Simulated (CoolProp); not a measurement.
Values from CoolProp's reference Helmholtz-energy equation of state, Gao 2022.

Problem. Give the vapour pressure (MPa), liquid density (kg/m³), enthalpy of vaporisation (kJ/kg), liquid cp (kJ/(kg K)) of saturated n-perfluorobutane at 276 K.

Solution. 
```
T (K)  p (MPa)  liquid density (kg/m³)  enthalpy of vaporisation (kJ/kg)  liquid cp (kJ/(kg K))
-----  -------  ----------------------  --------------------------------  ---------------------
276      0.123                    1580                              96.0                   1.11
```
